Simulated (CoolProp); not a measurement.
A Linde-Hampson liquefier for methane: isothermal reversible compression at 230 K from 1 atm to 40 MPa, throttling to 1 atm, return gas leaving the recuperator 10 K below the feed. Each further row changes one setting.

The numbers come from the reference Helmholtz-energy equation of state, Setzmann 1991 in CoolProp.

```csv
case,liquid yield per pass,compression work (kJ/kg of gas)
as stated,0.391,609
high pressure 80 MPa,[?],[?]
warm-end temperature 260 K,0.314,[?]
warm-end gap 15 K,[?],609
```

Question: Fill in the missing entries.

Answer: 
- high pressure 80 MPa, liquid yield per pass: 0.331
- high pressure 80 MPa, compression work (kJ/kg of gas): 724
- warm-end temperature 260 K, compression work (kJ/kg of gas): 727
- warm-end gap 15 K, liquid yield per pass: 0.382
